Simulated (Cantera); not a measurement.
A perfectly stirred reactor is fed with NH3 : H2 = 1 : 2.1 (molar parts), at 39.0 Torr; it is held at 2225 K, and followed from long to short residence time.

Cantera simulation using the gas-phase N/H chemistry of the illustrative SiF4/NH3 mechanism in the Surface Chemkin manual (1991); the numbers are that mechanism's predictions, not measurements. Walls and surfaces, which speed up NH3 decomposition in real reactors, are not modelled.

One state of this run: x NH3 = 0.255; x H2 = 0.717; x N2H2 = 3.87e-6; x N2 = 0.0247; x N = 4.50e-6; x H = 0.00122. x: mole fraction; the columns are a selection and need not sum to one.

Which value of τ (s) does it belong to?
(A) 0.11
(B) 0.018
(C) 9.0
(D) 3.7

B, 0.018
